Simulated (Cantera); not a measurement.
Feed: 1 mol Cr2O3, 16 mol H2, 0.14 mol H2O, equilibrated at 10.0 mbar.

Cantera equilibrium calculation (NASA polynomials, part measured and part estimated; ideal gas, pure solids and liquids). Candidate condensed phases: Cr, Cr2O3, H2O; 13 gas species. The numbers say what is thermodynamically allowed, not how fast it happens.

Task: At 1500 °C, list the 4 most abundant gas species with their mole fractions, and the condensed phases.

Result: H2 0.983, H2O 0.0118, H 0.00282, Cr 0.00208. Condensed: Cr2O3(s).
